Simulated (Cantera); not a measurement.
An isothermal, constant-pressure homogeneous reactor starts with 31.7 % C2H6, 68.3 % N2, at 1775 K and 0.510 bar.

Model: GRI-Mech 3.0 (53 species, 325 reactions), integrated in Cantera. GRI-Mech 3.0 stops at C3 and has no aromatics, soot or wall deposition, so with more carbon than oxygen in the feed, carbon stays in small species such as C2H2 where larger ones or solid carbon would form.

Predict: x(C2H6) at 3.00 s; x(C2H) at 3.00 s; x(CH2) at 3.00 s; x(H2) at 3.00 s; x(C2H2) at 3.00 s.


| Quantity | Value |
|---|---|
| x(C2H6) at 3.00 s | 3.00e-7 (gas-phase equilibrium 2.01e-7) |
| x(C2H) at 3.00 s | 9.95e-7 (gas-phase equilibrium 6.62e-7) |
| x(CH2) at 3.00 s | 3.57e-8 (gas-phase equilibrium 2.92e-8) |
| x(H2) at 3.00 s | 0.383 (gas-phase equilibrium 0.384) |
| x(C2H2) at 3.00 s | 0.192 (gas-phase equilibrium 0.128) |
